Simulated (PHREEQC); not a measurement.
A solution holds 83 mmol/kgw ZnSO4, 86 mmol/kgw KCl and 77 mmol/kgw HCl, at 25 °C. Closed to the air; pH follows from the charge balance.

Equilibrium calculation in PHREEQC: ion-association model, phreeqc.dat.

This is a speciation only: nothing precipitates in the calculation.

What pH, density does the model give?

pH 1.43; density 1.015 g/cm³.

In which forms is Zn present?

Zn+2 67 %, ZnSO4 22 %, ZnCl+ 7.0 %, Zn(SO4)2-2 4.1 % of the Zn.
